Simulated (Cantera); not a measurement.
Source: NASA polynomial tables (part measured, part estimated), evaluated in Cantera. Values are per mole of reaction as written; species without (g) are pure solids or liquids, kept so even where they would boil at 1 bar.

Problem. Between 600 and 800 K, where is each reaction favourable under standard conditions?
- C₂H₄(g) + 4 HF(g) + 2 Cu → 2 CuF₂(g) + 2 CH₄(g)

Solution. 
- C₂H₄(g) + 4 HF(g) + 2 Cu → 2 CuF₂(g) + 2 CH₄(g): ΔG° is 403 kJ at 600 K and 424 kJ at 800 K; it stays positive (K < 1). ΔH° is 340 kJ and ΔS° -104 J/K at 800 K.
